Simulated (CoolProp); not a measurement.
100 sccm (0 °C, 1 atm) of nitrogen bubbles through liquid toluene at 302.8 K and leaves saturated at a total pressure of 0.136 MPa (ideal gas phase). Each further row changes one setting.

Model: reference Helmholtz-energy equation of state, Lemmon 2006, in CoolProp. It is a short technical equation, of lower accuracy than the large ones.

| case | vapour pressure (kPa) | mole fraction of vapour | delivery (mg/min) | delivery (sccm) | change of delivery for a bath 1 K warmer (%) |
|---|---|---|---|---|---|
| as stated | 4.81 | 0.0354 | 15.1 | 3.67 | 5.3 |
| bath temperature 307.8 K | 6.14 | 0.0451 | 19.4 | 4.73 | 5.1 |
| total pressure 0.272 MPa | 4.81 | 0.0177 | 7.40 | 1.80 | 5.2 |
